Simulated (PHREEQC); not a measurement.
A PHREEQC input (ion-association model, wateq4f.dat):

```
SOLUTION 1
  temp 25
  units mg/L
  pH 12.5
  pe 0.6
  Na 84.1
  K 138
  Ca 112
  Mg 26
  Cl 60.5
  S(6) 263 as SO4
  Alkalinity 483 as HCO3
  B 0.245
  Sr 35.3
  Zn 1.86
  Li 0.595
END
USE solution 1
EQUILIBRIUM_PHASES 1
  Quartz 0 0.5
  Gypsum 0 0
  CO2(g) -2.5 10
END
```

It stops with these messages:

```
WARNING: Maximum iterations exceeded, 100
WARNING: Maximum iterations exceeded, 100
WARNING: The program has failed to converge to a numerical solution.
ERROR:           Alkalinity has not converged. Total: 7.929371e-03	Calculated: 3.834873e-02	Residual: -3.041936e-02
ERROR: Is non-carbonate alkalinity greater than total alkalinity?
ERROR:                    B has not converged. Total: 2.270376e-05	Calculated: 2.116583e-05	Residual: 1.537931e-06
ERROR:                   Ca has not converged. Total: 2.799289e-03	Calculated: 4.563524e-04	Residual: 2.342936e-03
ERROR:                   Cl has not converged. Total: 1.709463e-03	Calculated: 4.857859e-04	Residual: 1.223677e-03
ERROR:                    K has not converged. Total: 3.535391e-03	Calculated: 4.209800e-03	Residual: -6.744088e-04
ERROR:                   Li has not converged. Total: 8.589690e-05	Calculated: 1.003428e-04	Residual: -1.444592e-05
ERROR:                   Mg has not converged. Total: 1.071297e-03	Calculated: 6.799997e-04	Residual: 3.912977e-04
ERROR:                   Na has not converged. Total: 3.664529e-03	Calculated: 4.322089e-03	Residual: -6.575596e-04
ERROR:                 S(6) has not converged. Total: 2.742537e-03	Calculated: 1.670255e-03	Residual: 1.072281e-03
ERROR:                   Sr has not converged. Total: 4.035793e-04	Calculated: 1.118613e-04	Residual: 2.917180e-04
ERROR:                   Zn has not converged. Total: 2.850308e-05	Calculated: 2.521292e-05	Residual: 3.290163e-06
ERROR:                   Mu Ionic strength has not converged. 	Residual: 2.437714e-03
ERROR:               A(H2O) Activity of water has not converged. 	Residual: 8.396808e-04
ERROR: Model failed to converge for initial solution  1.
```

Find the cause and the fix.

The fault: pH typed as 12.5 with the alkalinity kept. The line should read `pH 6.23` where the input has `pH 12.5`. With the mend the run ends at pH 8.12 and ionic strength 0.0196 mol/kgw.
